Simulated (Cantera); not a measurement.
# Hydrogen reduction and annealing atmospheres: TiO2 + H2

Feed: 1 mol TiO2, 280 mol H2, equilibrated at 100000 Pa.

Equilibrium computed with Cantera from the NASA thermochemical tables; the gas is ideal and each condensed phase is pure. Candidate condensed phases: H2O, Ti, TiO, TiO2, Ti2O3, Ti3O5, Ti4O7; 12 gas species. Mutual solubility and eutectic melting of coexisting phases are not modelled. Condensed phases not in the tables: Magnéli phases beyond Ti4O7. Kinetics and transport are ignored.

```
T (K)   x H2     x H2O       x H      x OH     x TiO    x TiO2  n Ti4O7(s)  n Ti3O5(s)  n Ti2O3(s)
-----  -----  --------  --------  --------  --------  --------  ----------  ----------  ----------
1325   0.999  0.000893   1.63e-6  2.13e-11    <1e-12    <1e-12       0.250           0           0
1375   0.999   0.00119   3.42e-6  7.35e-11    <1e-12    <1e-12           0       0.333           0
1425   0.999   0.00119   6.82e-6  1.78e-10    <1e-12    <1e-12           0       0.333           0
1475   0.999   0.00119   1.30e-5  4.05e-10    <1e-12    <1e-12           0       0.333           0
1525   0.999   0.00119   2.36e-5  8.74e-10  1.47e-12    <1e-12           0       0.333           0
1575   0.999   0.00119   4.15e-5   1.80e-9  8.01e-12  4.12e-12           0       0.333           0
1625   0.999   0.00119   7.05e-5   3.54e-9  3.92e-11  1.56e-11           0       0.333           0
1675   0.999   0.00119  0.000116   6.69e-9  1.74e-10  5.44e-11           0       0.333           0
1725   0.999   0.00119  0.000186   1.22e-8  7.06e-10  1.76e-10           0       0.333           0
1775   0.998   0.00145  0.000289   2.61e-8   2.31e-9  5.68e-10           0       0.188       0.217
1825   0.998   0.00179  0.000440   5.50e-8   6.97e-9   1.72e-9           0           0       0.500
1875   0.998   0.00179  0.000655   9.13e-8   2.18e-8   4.46e-9           0           0       0.500
```
x: gas mole fraction; n: condensed amount in mol.

At 1325 K the condensed part is Ti4O7(s). From 1375 K to 1725 K the condensed part is Ti3O5(s). At 1775 K the condensed part is Ti2O3(s) + Ti3O5(s). From 1825 K to 1875 K the condensed part is Ti2O3(s).
